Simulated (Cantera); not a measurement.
Cantera run:

```python
import numpy as np
import cantera as ct

gas_names = """
    CL CL2 H HCL H2 Si SiCL SiCL2 SiCL3 SiCL4 SiH SiHCL3 SiH2 SiH2CL2 SiH3 SiH3CL SiH4 Si2 Si3
""".split()
cond_names = """
    Si(cr) Si(L)
""".split()


def load(file, names, dense=False):
    # The tables refer to 1 bar. Condensed volumes are neglected.
    table = {s.name: s for s in ct.Species.list_from_file(file)}
    out = []
    for n in names:
        d = dict(table[n].input_data)
        d["thermo"] = dict(d["thermo"], **{"reference-pressure": 1e5})
        if dense:
            d["equation-of-state"] = {"model": "constant-volume", "density": "1e6 g/cm^3"}
        out.append(ct.Species.from_dict(d))
    return out


gas = ct.Solution(thermo="ideal-gas", species=load("nasa_gas.yaml", gas_names))
cond = {s.name: ct.Solution(thermo="fixed-stoichiometry", species=[s], name=s.name)
        for s in load("nasa_condensed.yaml", cond_names, dense=True)}
atoms = {
    'SiCl4': {'Si': 1, 'CL': 4},
    'H2': {'H': 2},
}
top_T = {}  # K; cautious upper limits of use, not melting points


def equilibrate(T, P, feed):
    n = {}
    for name, mol in feed.items():
        for a, k in atoms[name].items():
            n[a] = n.get(a, 0.0) + k * mol
    gas.TPX = T, P, n
    mass = sum(n.values()) * gas.mean_molecular_weight
    gas.equilibrate("TP")
    valid = [c for c in cond.values() if c.min_temp <= T <= top_T.get(c.name, c.max_temp)]
    mix = ct.Mixture([(gas, mass / gas.mean_molecular_weight)] + [(c, 0.0) for c in valid])
    mix.T, mix.P = T, P
    mix.equilibrate("TP", solver="vcs", rtol=1e-11, max_steps=5000)
    return mix


results = []
feed = {'SiCl4': 1, 'H2': 2.4}  # mol
P = 510000  # Pa
for T in [725, 775, 825, 875, 925, 975, 1025, 1075, 1125, 1175, 1225, 1275]:
    mix = equilibrate(T, P, feed)
    results.append((T, P, feed, dict(zip(mix.species_names, mix.species_moles))))
    x = sorted(zip(gas.X, gas.species_names), reverse=True)
    print(f"T = {T:g} K  P = {P:g} Pa  gas = {mix.phase_moles(0):.4g} mol")
    print("   x: " + "  ".join(f"{s} {v:.3e}" for v, s in x if v > 1e-06))
    print("   condensed (mol): " + ("  ".join(f"{mix.phase(i).name} {mix.phase_moles(i):.4g}"
          for i in range(1, mix.n_phases) if mix.phase_moles(i) > 1e-12) or "none"))
```

Output:

```
T = 725 K  P = 510000 Pa  gas = 3.4 mol
   x: H2 6.980e-01  SiCL4 2.863e-01  HCL 7.867e-03  SiHCL3 7.836e-03  SiH2CL2 1.494e-05
   condensed (mol): none
T = 775 K  P = 510000 Pa  gas = 3.4 mol
   x: H2 6.946e-01  SiCL4 2.828e-01  HCL 1.131e-02  SiHCL3 1.124e-02  SiH2CL2 3.445e-05  SiCL3 2.457e-06
   condensed (mol): none
T = 825 K  P = 510000 Pa  gas = 3.4 mol
   x: H2 6.904e-01  SiCL4 2.787e-01  HCL 1.550e-02  SiHCL3 1.535e-02  SiH2CL2 7.134e-05  SiCL3 9.240e-06
   condensed (mol): none
T = 875 K  P = 510000 Pa  gas = 3.4 mol
   x: H2 6.855e-01  SiCL4 2.738e-01  HCL 2.042e-02  SiHCL3 2.012e-02  SiH2CL2 1.351e-04  SiCL3 2.972e-05
   condensed (mol): none
T = 925 K  P = 510000 Pa  gas = 3.4 mol
   x: H2 6.799e-01  SiCL4 2.683e-01  HCL 2.603e-02  SiHCL3 2.547e-02  SiH2CL2 2.373e-04  SiCL3 8.377e-05  SiCL2 1.038e-06
   condensed (mol): none
T = 975 K  P = 510000 Pa  gas = 3.4 mol
   x: H2 6.736e-01  SiCL4 2.622e-01  HCL 3.228e-02  SiHCL3 3.128e-02  SiH2CL2 3.907e-04  SiCL3 2.111e-04  SiCL2 4.812e-06  SiH3CL 1.233e-06
   condensed (mol): none
T = 1025 K  P = 510000 Pa  gas = 3.401 mol
   x: H2 6.668e-01  SiCL4 2.555e-01  HCL 3.915e-02  SiHCL3 3.741e-02  SiH2CL2 6.076e-04  SiCL3 4.828e-04  SiCL2 1.904e-05  SiH3CL 2.545e-06
   condensed (mol): none
T = 1075 K  P = 510000 Pa  gas = 3.402 mol
   x: H2 6.594e-01  SiCL4 2.483e-01  HCL 4.661e-02  SiHCL3 4.365e-02  SiCL3 1.015e-03  SiH2CL2 8.976e-04  SiCL2 6.563e-05  SiH3CL 4.850e-06
   condensed (mol): none
T = 1125 K  P = 510000 Pa  gas = 3.404 mol
   x: H2 6.515e-01  SiCL4 2.406e-01  HCL 5.470e-02  SiHCL3 4.977e-02  SiCL3 1.977e-03  SiH2CL2 1.264e-03  SiCL2 1.999e-04  SiH3CL 8.576e-06
   condensed (mol): none
T = 1175 K  P = 510000 Pa  gas = 3.408 mol
   x: H2 6.430e-01  SiCL4 2.322e-01  HCL 6.353e-02  SiHCL3 5.541e-02  SiCL3 3.594e-03  SiH2CL2 1.696e-03  SiCL2 5.436e-04  SiH3CL 1.410e-05
   condensed (mol): none
T = 1225 K  P = 510000 Pa  gas = 3.415 mol
   x: H2 6.338e-01  SiCL4 2.230e-01  HCL 7.333e-02  SiHCL3 6.015e-02  SiCL3 6.122e-03  SiH2CL2 2.166e-03  SiCL2 1.329e-03  SiH3CL 2.150e-05
   condensed (mol): none
T = 1275 K  P = 510000 Pa  gas = 3.427 mol
   x: H2 6.237e-01  SiCL4 2.130e-01  HCL 8.447e-02  SiHCL3 6.348e-02  SiCL3 9.792e-03  SiCL2 2.929e-03  SiH2CL2 2.623e-03  SiH3CL 3.026e-05
   condensed (mol): none
```

These are equilibrium values from Cantera (NASA tables, ideal gas, pure condensed phases), not measurements of a reactor. The tables' values for SiCl3 are old estimates; treat these amounts as uncertain.
